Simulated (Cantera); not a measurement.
Feed: 1 mol Al, 35 mol N2, 2 mol H2, held at 2125 K and 0.133 bar.

Equilibrium computed with Cantera from the NASA thermochemical tables; the gas is ideal and each condensed phase is pure. Candidate condensed phases: Al, AlN; 13 gas species. The numbers say what is thermodynamically allowed, not how fast it happens.

Base state: N2 0.940, H2 0.0532, Al 0.00404, H 0.00229, AlH 7.34e-5 (mole fractions); condensed: AlN(s).

What changes in the equilibrium state with this change: temperature from 2125 K to 2050 K?


```json
[
 {"species": "N2", "before": "0.940", "after": "0.944"},
 {"species": "H2", "before": "0.0532", "after": "0.0539"},
 {"species": "H", "before": "0.00229", "after": "0.00144"},
 {"species": "Al", "before": "0.00404", "after": "0.00109"},
 {"species": "AlH", "before": "7.34e-5", "after": "2.33e-5"},
 {"species": "AlN(s), mol", "before": "0.849", "after": "0.959"}
]
```
